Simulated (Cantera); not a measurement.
Input: 1 mol Si2Cl6, 7.9 mol NH3, 5.4 mol H2, at 79.0 mbar.

Cantera equilibrium calculation (NASA polynomials, part measured and part estimated; ideal gas, pure solids and liquids). Candidate condensed phases: NH4Cl, Si, Si3N4; 28 gas species. The feed counts by its element totals alone. Gases not in the tables: Si2H6 and higher silanes. Kinetics and transport are ignored.

Over these rows the condensed part is Si3N4(s). Partial pressures as log10 of bar:

| T (K) | 1000/T (1/K) | log p Si | log p H2 | log p HCl | log p N2 | log p SiCl2 |
|---|---|---|---|---|---|---|
| 1548 | 0.6460 | -8.78 | -1.30 | -1.75 | -2.01 | -2.97 |
| 1598 | 0.6258 | -8.06 | -1.30 | -1.79 | -1.99 | -2.77 |
| 1648 | 0.6068 | -7.39 | -1.29 | -1.83 | -1.97 | -2.62 |
| 1698 | 0.5889 | -6.76 | -1.29 | -1.88 | -1.96 | -2.49 |
| 1748 | 0.5721 | ? | -1.29 | -1.94 | -1.94 | -2.40 |
| 1798 | 0.5562 | -5.61 | -1.28 | -2.00 | -1.92 | -2.32 |

Task: Fit log p(Si) = a + b·(1000/T) to the five rows, give the apparent enthalpy, and predict the row at 1748 K.

Result: Means: 1000/T = 0.6047, log p = -7.320. Sxy = -0.167842, Sxx = 0.0047572, so b = -35.28 and a = -7.320 − (-35.28)×0.6047 = 14.02.
Apparent enthalpy: −19.145 × (-35.28) = 675 kJ/mol. With the condensed phases at unit activity, 1/3 Si3N4(s) = Si(g) + 2/3 N2(g) links this pressure to the main gases: over the six rows their terms move log p by -0.06 in all, so the slope is close to that reaction's ΔH°. The five rows lie within 0.01 of the line.
Prediction at 1748 K: 14.02 + (-35.28)×0.5721 = -6.16. The computed value is -6.17, 0.01 from the line.
